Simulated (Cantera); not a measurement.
A freely propagating, adiabatic, planar premixed flame of 21.1 % H2, 15.5 % O2, 58.2 % N2, 5.27 % H2O, equivalence ratio 0.68, unburnt at 450 K and 1.00 bar; mixture-averaged transport, grid criteria slope 0.08 and curve 0.16, no radiation.

Model: the H2/O2 subset of GRI-Mech 3.0, which has no nitrogen chemistry, integrated in Cantera. Burning velocities carry a grid error of a few per cent, more on coarse grids. Lean hydrogen flames are cellular in practice and burn faster than this planar one.

Question: Predict: laminar burning velocity; thermal thickness; peak x(H); peak x(O); peak x(HO2).

Answer: 
```json
{
  "laminar_burning_velocity": "216 cm/s",
  "thermal_thickness": "0.371 mm",
  "peak x(H)": "0.0146",
  "peak x(O)": "0.00713",
  "peak x(HO2)": "0.000437"
}
```
